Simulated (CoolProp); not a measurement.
Vapour-liquid equilibrium of R113 (1) + acetone (2) at 433 K; x and y are mole fractions of (1).

Values from CoolProp's multi-fluid Helmholtz-energy mixture model, Marx 1992 and Lemmon 2006; pair parameters Bell 2016.

| x | bubble pressure (bar) | y at the bubble point | dew pressure at overall composition x (bar) | liquid density (mol/L) |
|---|---|---|---|---|
| 0.05 | 14.32 | 0.074 | 14.16 | 10.01 |
| 0.125 | 14.99 | 0.169 | 14.69 | 9.519 |
| 0.2 | 15.53 | 0.251 | 15.20 | 9.063 |
| 0.275 | 15.94 | 0.323 | 15.68 | 8.645 |
| 0.35 | (withheld) | 0.389 | 16.08 | 8.263 |
| 0.425 | 16.47 | (withheld) | 16.39 | 7.915 |
| 0.5 | (withheld) | 0.511 | 16.57 | 7.599 |
| 0.575 | 16.60 | 0.571 | 16.60 | (withheld) |
| 0.65 | 16.53 | 0.632 | (withheld) | 7.060 |
| 0.725 | 16.35 | 0.695 | 16.23 | 6.834 |
| 0.8 | 16.05 | 0.764 | (withheld) | 6.633 |
| 0.875 | 15.62 | 0.841 | 15.40 | 6.455 |
| 0.95 | 15.02 | 0.930 | 14.88 | (withheld) |

**Question.** Fill in the missing entries.

**Answer.** 
- 0.35, bubble pressure (bar): 16.26
- 0.425, y at the bubble point: 0.451
- 0.5, bubble pressure (bar): 16.58
- 0.575, liquid density (mol/L): 7.315
- 0.65, dew pressure at overall composition x (bar): 16.49
- 0.8, dew pressure at overall composition x (bar): 15.86
- 0.95, liquid density (mol/L): 6.299

y crosses x between x = 0.5 and 0.575: the model has an azeotrope there.

Pair parameters are fitted to limited data, so mixtures are less certain than the pure fluids.
